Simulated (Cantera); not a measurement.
# Nitride etching: BN + H2O + H2

Charge: 1 mol BN, a varied amount of H2O, 2.2 mol H2, at 2050 K and 10.0 mbar.

These are equilibrium values from Cantera (NASA tables, ideal gas, pure condensed phases), not measurements of a reactor. Candidate condensed phases: B, BN, B2O3, B3O3H3, H2O; 39 gas species. The tables' values for BH2 are old estimates; treat these amounts as uncertain. Kinetics and transport are ignored.

```
n(H2O) (mol)  log p H2  log p H2O  log p HBO2  log p N2  log p HBO  log p B2O3  log p BO  log p B2O2  log p H  n BN(s)
------------  --------  ---------  ----------  --------  ---------  ----------  --------  ----------  -------  -------
0.29             -2.08      -6.93       -5.89     -3.29      -3.23       -5.81     -3.69       -3.97    -3.68    0.709
0.51             -2.11      -6.72       -5.52     -3.11      -3.09       -5.27     -3.54       -3.67    -3.70    0.491
0.89             -2.16      -6.58       -5.23     -2.97      -3.00       -4.84     -3.42       -3.43    -3.72    0.116
1.5              -2.15      -4.21       -3.29     -2.98      -3.41       -3.33     -3.84       -4.28    -3.72        0
2.7              -2.22      -2.86       -2.88     -3.08      -4.41       -3.84     -4.81       -6.20    -3.75        0
4.7              -2.34      -2.46       -2.94     -3.20      -5.00       -4.36     -5.33       -7.25    -3.81        0
8.2              -2.50      -2.27       -3.08     -3.36      -5.49       -4.84     -5.75       -8.08    -3.89        0
14               -2.68      -2.16       -3.25     -3.54      -5.95       -5.29     -6.11       -8.81    -3.98        0
```
log p: log10 of the partial pressure in bar; n: condensed amount in mol.

From 0.29 mol H2O to 0.89 mol H2O the condensed part is BN(s). From 1.5 mol H2O to 14 mol H2O nothing is condensed. The main B-bearing gas is HBO at 0.29 mol H2O and HBO2 at 14 mol H2O.
